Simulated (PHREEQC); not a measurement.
Solution (75 °C): 0.014 mol NaHS and 0.043 mol NaCl per kg of water. Closed to the air; pH follows from the charge balance.

All values are PHREEQC results (ion-association model, phreeqc.dat), not measurements.

Each row changes one thing in this solution. Precipitation was switched off in this run.

| case | pH | ionic strength (mol/kgw) | H2S (mol/kgw) | SI of Halite (NaCl) |
|---|---|---|---|---|
| as made | 8.54 | 0.0570 | 0.000111 | -4.42 |
| temperature from 75 to 15 °C | 9.64 | 0.0570 | 3.10e-5 | -4.35 |
| NaHS from 0.014 to 0.0014 mol/kgw | 8.09 | 0.0444 | 3.19e-5 | ___ |
| NaCl from 0.043 to 0.0043 mol/kgw | ___ | 0.0183 | 0.000111 | ___ |
| NaCl from 0.043 to 0.0387 mol/kgw | 8.54 | 0.0527 | 0.000111 | -4.49 |
| 0.00044 mol/kgw Li2SO4 added | 8.54 | 0.0582 | 0.000111 | -4.42 |

Some entries are withheld; supply them.


- NaHS from 0.014 to 0.0014 mol/kgw, SI of Halite (NaCl): -4.51
- NaCl from 0.043 to 0.0043 mol/kgw, pH: 8.59
- NaCl from 0.043 to 0.0043 mol/kgw, SI of Halite (NaCl): -5.84

Complexes and solids missing from the database can't appear. Away from 25 °C the constants follow the database's enthalpies or fits; those with neither stay at their 25 °C values.
